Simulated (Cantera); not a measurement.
Charge: 1 mol SiHCl3, 0.026 mol C2H4, 5.6 mol H2, equilibrated at 975 K and 1.00 bar.

Method: chemical equilibrium by Gibbs-energy minimisation in Cantera with the NASA 1993 tables (ideal gas, pure condensed phases). Candidate condensed phases: C, C6H6, C7H8, C8H18, Si, SiC; 109 gas species. The tables' values for SiCl3 are old estimates; treat these amounts as uncertain. Equilibrium is a limit: real reactors are often held back by kinetics, nucleation or transport.

Base state: H2 0.871, SiCl4 0.0732, SiHCl3 0.0434, HCl 0.00840, SiH2Cl2 0.00269, SiCl3 0.000582, SiCl2 0.000131, SiH3Cl 4.23e-5 (mole fractions); condensed: Si(s) + SiC(s).

**Question.** What changes in the equilibrium state with this change: 0.49 mol Cl2 added?

**Answer.** 
```
species       before     after
-----------  -------  --------
H2             0.871     0.829
SiCl4         0.0732     0.118
HCl          0.00840    0.0311
SiHCl3        0.0434    0.0179
CH4          2.97e-5   0.00348
SiH3Cl       4.23e-5   1.15e-6
SiH2Cl2      0.00269  0.000286
Si(s), mol     0.128         0
SiC(s), mol   0.0518    0.0271
```
